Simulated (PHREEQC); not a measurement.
Sulfide liquor (model solution)

Consider water at 25 °C with 0.00064 mol/kgw H2S, 0.00089 mol/kgw HCl and 0.025 mol/kgw ZnCl2. Closed to the air; pH follows from the charge balance.

Model: ion-association model, wateq4f.dat, run in PHREEQC.

This is a speciation only: nothing precipitates in the calculation.

Question: Predict the pH.

Answer: pH 2.91.

Question: In which forms is Zn present?

Answer: Zn+2 93 %, ZnCl+ 5.4 %, Zn(HS)2 1.2 % of the Zn.

The solution is supersaturated, for example in ZnS(a), Sphalerite (slow to form), so a real one may precipitate; this is no full list. The polysulfide entries of wateq4f.dat were taken out for this run.
